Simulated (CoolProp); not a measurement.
A closed Brayton cycle with carbon dioxide: compressor inlet 313.15 K and 9.8 MPa, high pressure 25.6 MPa, turbine inlet 805 K, compressor efficiency 0.8, turbine efficiency 0.9, recuperator effectiveness 0.95 (on enthalpy, no pinch check). Each further row changes one setting.

Model: reference Helmholtz-energy equation of state, Span 1996, in CoolProp.

| case | thermal efficiency (%) | net work (kJ/kg) | compressor to turbine work | compressor exit (K) | turbine exit (K) |
|---|---|---|---|---|---|
| as stated | 36.1 | 94.2 | 0.23 | 347.3 | 691.0 |
| turbine inlet 755 K | 34.2 | 85.3 | 0.25 | 347.3 | 645.1 |
| compressor inlet 323.15 K | 34.5 | 80.9 | 0.34 | 387.3 | 691.0 |
| high pressure 21.8 MPa | 34.5 | 81.4 | 0.22 | 340.8 | 709.6 |
| recuperator effectiveness 0.5 | 20.8 | 94.2 | 0.23 | 347.3 | 691.0 |
